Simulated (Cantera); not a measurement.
Cantera run:

```python
import numpy as np
import cantera as ct

gas_names = [...]  # 123 gases of nasa_gas.yaml made of C, H, O, Si
cond_names = """
    C(gr) C6H6(L) C7H8(L) C8H18(L),n-octa H2O(s) H2O(L) Si(cr) Si(L) SiC(b) SiO2(Lqz) SiO2(hqz) SiO2(L)
""".split()


# ... load() reads the species with a 1 bar reference pressure and builds the phases ...
atoms = {
    'SiC': {'Si': 1, 'C': 1},
    'O2': {'O': 2},
    'H2': {'H': 2},
}
top_T = {'C(gr)': 4500, 'SiC(b)': 3050}  # K; cautious upper limits of use, not melting points


# ... equilibrate(T, P, feed) seeds the gas with the atoms and calls Mixture.equilibrate('TP', solver="vcs", rtol=1e-11, max_steps=5000) ...
results = []
feed = {'SiC': 1, 'O2': 1.3, 'H2': 16}  # mol
P = 101325  # Pa
for T in [1173, 1198, 1223, 1248, 1273, 1298, 1323, 1348, 1373, 1398, 1423, 1448]:
    mix = equilibrate(T, P, feed)
    results.append((T, P, feed, dict(zip(mix.species_names, mix.species_moles))))

top = {s: max(r[3][s] / sum(r[3][g] for g in gas_names) for r in results) for s in gas_names}
cols = sorted((s for s in top if top[s] > 0.001), key=lambda s: -top[s])[:7]
seen = [c for c in cond_names if any(r[3].get(c, 0) > 1e-12 for r in results)]
print("log10 of partial pressures in bar; condensed amounts in mol")
print(f"{'T/K':>10s}" + "".join(f"{s[:9]:>10s}" for s in cols + seen))
for T, P, feed, n in results:
    ng = sum(n[g] for g in gas_names)
    print(f"{T:10.4g}" + "".join(f"{np.log10(max(n[s] / ng * P / 1e5, 1e-99)):10.3f}" for s in cols)
          + "".join(f"{n.get(c, 0):10.4g}" for c in seen))
```

Result:

```
log10 of partial pressures in bar; condensed amounts in mol
       T/K        H2        CO       CH4       H2O     C(gr) SiO2(hqz)
      1173    -0.019    -1.443    -1.748    -2.912    0.1331         1
      1198    -0.017    -1.441    -1.829    -3.034    0.1762         1
      1223    -0.016    -1.439    -1.907    -3.152    0.2115         1
      1248    -0.015    -1.438    -1.983    -3.266    0.2404         1
      1273    -0.014    -1.437    -2.056    -3.376    0.2642         1
      1298    -0.014    -1.437    -2.126    -3.482    0.2838         1
      1323    -0.013    -1.437    -2.194    -3.585    0.3001         1
      1348    -0.013    -1.436    -2.260    -3.683    0.3137         1
      1373    -0.012    -1.436    -2.323    -3.778    0.3251         1
      1398    -0.012    -1.436    -2.384    -3.870    0.3347         1
      1423    -0.012    -1.436    -2.443    -3.958    0.3428         1
      1448    -0.012    -1.436    -2.500    -4.044    0.3496    0.9999
```

Method: chemical equilibrium by Gibbs-energy minimisation in Cantera with the NASA 1993 tables (ideal gas, pure condensed phases). The tables hold silica as quartz up to 1696 K and as liquid above; real silica turns to tridymite and cristobalite and melts near 1996 K.
